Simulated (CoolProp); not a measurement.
Vapour-liquid equilibrium of dimethyl ether (1) + chloromethane (R40) (2) at 290.8 K; x and y are mole fractions of (1).

Values from CoolProp's multi-fluid Helmholtz-energy mixture model, Wu 2011 and Thol 2014; pair parameters Bell 2016.

```tsv
x	bubble pressure (bar)	y at the bubble point	dew pressure at overall composition x (bar)	liquid density (mol/L)
0.05	4.598	0.044	4.593	18.14
0.2	4.507	[?]	4.501	17.53
0.35	4.455	0.341	4.454	16.95
0.5	4.447	0.504	4.447	16.38
0.65	4.485	0.667	[?]	15.83
0.8	4.570	0.821	4.555	[?]
0.95	4.696	0.959	4.687	[?]
```

Task: Complete the blanks.

Result: 
- 0.2, y at the bubble point: 0.186
- 0.65, dew pressure at overall composition x (bar): 4.479
- 0.8, liquid density (mol/L): 15.30
- 0.95, liquid density (mol/L): 14.78

y crosses x between x = 0.35 and 0.5: the model has an azeotrope there.

Pair parameters are fitted to limited data, so mixtures are less certain than the pure fluids.
